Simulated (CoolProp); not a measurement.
A Linde-Hampson liquefier for CF4 (R14): isothermal reversible compression at 320 K from 1 atm to 20 MPa, throttling to 1 atm, return gas leaving the recuperator 0 K below the feed. Each further row changes one setting.

Computed with CoolProp (reference Helmholtz-energy equation of state, Platzer 1990). This equation is an older, rougher fit; its heat capacities, sound speeds and derivatives of the liquid may be far off and weren't checked against measurements.

```csv
case,liquid yield per pass,compression work (kJ/kg of gas)
as stated,0.226,148
high pressure 40 MPa,0.253,169
warm-end temperature 350 K,0.172,166
warm-end gap 5 K,0.214,148
```
